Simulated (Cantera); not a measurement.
## Adiabatic ignition

An adiabatic, constant-pressure homogeneous reactor starts with 13.9 % CH4, 15.4 % O2, 57.9 % N2, 12.9 % H2O, equivalence ratio 1.8, at 1525 K and 5.50 bar.

Cantera simulation using GRI-Mech 3.0 (53 species, 325 reactions); the numbers are that mechanism's predictions, not measurements.

```tsv
t (s)	T (K)	x CH4	x O2	x H2O	x CO	x C2H2
2.00e-6	1525	0.139	0.154	0.129	1.36e-10	<1e-12
9.15e-6	1525	0.138	0.154	0.129	1.89e-8	1.73e-12
4.18e-5	1525	0.138	0.154	0.129	4.63e-6	2.28e-9
0.000191	1535	0.135	0.152	0.131	0.000482	8.67e-7
0.000875	2522	6.63e-11	2.89e-5	0.234	0.0944	<1e-12
0.00400	2522	6.66e-11	2.88e-5	0.234	0.0944	<1e-12
0.0183	2522	6.67e-11	2.87e-5	0.234	0.0944	<1e-12
0.0837	2522	6.67e-11	2.87e-5	0.234	0.0944	<1e-12
0.383	2522	6.67e-11	2.87e-5	0.234	0.0944	<1e-12
1.75	2522	6.67e-11	2.87e-5	0.234	0.0944	<1e-12
8.00	2522	6.67e-11	2.87e-5	0.234	0.0944	<1e-12
```
x: mole fraction; the columns are a selection and need not sum to one.

- time of steepest temperature rise = 0.441 ms
- temperature at 8.00 s = 2522 K
- equilibrium temperature = 2522 K
- x(CH4) at 8.00 s = 6.67e-11 (gas-phase equilibrium 7.57e-11)
- x(O2) at 8.00 s = 2.87e-5 (gas-phase equilibrium 2.87e-5)
- x(H2O) at 8.00 s = 0.234 (gas-phase equilibrium 0.234)
